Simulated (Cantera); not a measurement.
A freely propagating, adiabatic, planar premixed flame of 7.93 % CH₄, 19.3 % O₂, 72.7 % N₂, unburnt at 573 K and 2.70 bar; mixture-averaged transport, grid criteria slope 0.08 and curve 0.16, no radiation.

Cantera simulation using GRI-Mech 3.0 (53 species, 325 reactions); the numbers are that mechanism's predictions, not measurements. Burning velocities carry a grid error of a few per cent, more on coarse grids.

x: mole fraction of selected species; z is measured from the peak of heat release.

```
z (mm)   T (K)  u (m/s)     x CH₄    x O₂     x NO      x CO    x N₂O     x HO₂
-------  -----  -------  --------  ------  -------  --------  -------  --------
-0.530     573    0.701    0.0792   0.193    <1e-8   7.99e-6    <1e-8   1.51e-7
-0.353     577    0.707    0.0788   0.193    <1e-8   7.75e-5    <1e-8   1.46e-6
-0.265     590    0.724    0.0778   0.192  2.16e-8  0.000328    <1e-8   6.19e-6
-0.177     [?]    0.812    0.0732   0.186  1.52e-7   0.00189    <1e-8   3.63e-5
-0.0884    [?]     1.27    0.0508   0.155  1.61e-6    0.0120  4.64e-8  0.000166
-0.0442    [?]     1.74    0.0274   0.118  3.86e-6    0.0242  1.18e-7  0.000225
0          [?]     2.20   0.00584  0.0759  7.45e-6    0.0345  2.49e-7  0.000139
0.0442    1911     2.39  0.000310  0.0535  1.18e-5    0.0290  4.19e-7   3.20e-5
0.0884    1974     2.46   8.69e-6  0.0463  1.52e-5    0.0206  5.33e-7   1.82e-5
0.177     2052     2.54   1.15e-8  0.0416  2.01e-5    0.0125  6.15e-7   1.19e-5
0.353     2128     2.62     <1e-8  0.0385  2.74e-5   0.00743  6.68e-7   6.82e-6
0.707     2183     2.68     <1e-8  0.0366  3.72e-5   0.00416  6.38e-7   3.95e-6
1.41      2211     2.71     <1e-8  0.0357  4.95e-5   0.00233  5.08e-7   2.90e-6
```

Q: Fill in the missing entries.

A: 
- -0.177, T (K): 659
- -0.0884, T (K): 1020
- -0.0442, T (K): 1394
- 0, T (K): 1756
